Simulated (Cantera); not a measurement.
A perfectly stirred reactor is fed with NO : N₂ = 1 : 7.5 (molar parts), at 1.48 atm; it is held at 1825 K, and followed from long to short residence time.

Cantera simulation using GRI-Mech 3.0 (53 species, 325 reactions); the numbers are that mechanism's predictions, not measurements.

x: mole fraction; the columns are a selection and need not sum to one.

| τ (s) | x NO | x N₂ | x N₂O | x O₂ | x NO₂ | x O |
|---|---|---|---|---|---|---|
| 0.74 | 0.109 | 0.887 | 5.24e-6 | 0.00443 | ? | 9.72e-6 |
| 0.36 | 0.113 | 0.885 | 5.67e-6 | 0.00224 | ? | 7.76e-6 |
| 0.18 | 0.115 | 0.884 | 5.87e-6 | 0.00113 | ? | 6.52e-6 |
| 0.088 | 0.116 | 0.883 | 5.96e-6 | 0.000546 | ? | 5.74e-6 |
| 0.043 | 0.117 | 0.883 | 5.95e-6 | 0.000258 | ? | 5.24e-6 |
| 0.021 | 0.117 | 0.882 | 5.84e-6 | 0.000117 | 2.74e-5 | 4.85e-6 |
| 0.010 | 0.117 | 0.882 | 5.57e-6 | 4.70e-5 | ? | 4.36e-6 |
| 0.0051 | 0.118 | 0.882 | 5.12e-6 | 1.78e-5 | ? | 3.71e-6 |
| 0.0025 | 0.118 | 0.882 | 4.36e-6 | 4.80e-6 | ? | 2.72e-6 |
| 0.0012 | 0.118 | 0.882 | 3.32e-6 | 8.54e-7 | ? | 1.61e-6 |
| 0.00060 | 0.118 | 0.882 | 2.27e-6 | 1.39e-7 | ? | 8.70e-7 |

Problem. Fill in the missing entries.

Solution. 
- 0.74, x NO₂: 5.22e-5
- 0.36, x NO₂: 4.31e-5
- 0.18, x NO₂: 3.68e-5
- 0.088, x NO₂: 3.25e-5
- 0.043, x NO₂: 2.97e-5
- 0.010, x NO₂: 2.45e-5
- 0.0051, x NO₂: 2.06e-5
- 0.0025, x NO₂: 1.47e-5
- 0.0012, x NO₂: 8.14e-6
- 0.00060, x NO₂: 3.88e-6
